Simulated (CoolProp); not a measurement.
Vapour-liquid equilibrium of n-pentane (1) + the fluoroketone C6F12O (FK-5-1-12) (2) at 121.15 °C; x and y are mole fractions of (1).

The numbers come from the multi-fluid Helmholtz-energy mixture model, Thol 2019 and McLinden 2015; pair parameters Bell 2016 in CoolProp.

```
x      bubble pressure (MPa)  y at the bubble point  dew pressure at overall composition x (MPa)  liquid density (mol/L)
-----  ---------------------  ---------------------  -------------------------------------------  ----------------------
0.05                  0.7892                  0.099                                       0.7589                   3.986
0.125                 0.8753                  0.223                                       0.8064                   4.086
0.2                   0.9530                  0.323                                       0.8584                   4.194
0.275                  1.018                  0.403                                       0.9148                   4.312
0.35                   1.070                  0.468                                       0.9748                   4.447
0.425                  1.108                  0.521                                        1.036                   4.602
0.5                    1.133                  0.567                                        1.094                   4.784
0.575                  1.148                  0.608                                        1.137                   5.000
0.65                   1.152                  0.646                                        1.151                   5.255
0.725                  1.145                  0.687                                        1.130                   5.552
0.8                    1.125                  0.734                                        1.083                   5.895
0.875                  1.085                  0.798                                        1.026                   6.284
0.95                   1.010                  0.896                                       0.9670                   6.722
```

y crosses x between x = 0.575 and 0.65: the model has an azeotrope there.

Pair parameters are fitted to limited data, so mixtures are less certain than the pure fluids.
